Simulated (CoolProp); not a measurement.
A simple Rankine cycle with propyne: condensing at 329.15 K, boiler at 4.16 MPa, turbine inlet 390.1 K, turbine efficiency 0.7, pump efficiency 0.8, no recuperator. Each further row changes one setting.

Model: reference Helmholtz-energy equation of state, Polt 1992, in CoolProp. This equation is an older, rougher fit; its heat capacities, sound speeds and derivatives of the liquid may be far off and weren't checked against measurements.

| case | thermal efficiency (%) | net work (kJ/kg) | heat in (kJ/kg) | turbine exit temperature (K) | volume ratio over the turbine |
|---|---|---|---|---|---|
| as stated | 7.8 | 34.3 | 438 | 329.2 | 3.53 |
| turbine inlet 410.1 K | 8.4 | 42.3 | 506 | 352.1 | 3.32 |
| condensing temperature 321.15 K | 8.9 | 41.0 | 459 | 321.1 | 4.31 |
| boiler pressure 2.91 MPa | 6.2 | 30.6 | 494 | 352.2 | 2.25 |
| turbine efficiency 0.6 | 6.5 | 28.5 | 438 | 329.2 | 3.58 |

The expansion ends wet for: as stated; condensing temperature 321.15 K; turbine efficiency 0.6.
